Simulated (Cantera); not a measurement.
Charge: 1 mol CuO, 9.4 mol F₂, 0.19 mol O₂, at 577 °C and 0.570 bar.

Method: chemical equilibrium by Gibbs-energy minimisation in Cantera with the NASA 1993 tables (ideal gas, pure condensed phases). Candidate condensed phases: Cu, CuF₂, CuO, Cu₂O; 13 gas species. The numbers say what is thermodynamically allowed, not how fast it happens.

Base state: F₂ 0.903, O₂ 0.0751, F 0.0216, FO₂ 3.16e-5 (mole fractions); condensed: CuF₂(s).

**Question.** What changes in the equilibrium state with this change: pressure from 0.570 bar to 0.100 bar?

**Answer.** 
```tsv
species	before	after
F₂	0.903	0.875
O₂	0.0751	0.0740
F	0.0216	0.0507
FO₂	3.16e-5	1.28e-5
CuF₂(s), mol	1.000	1.000
```
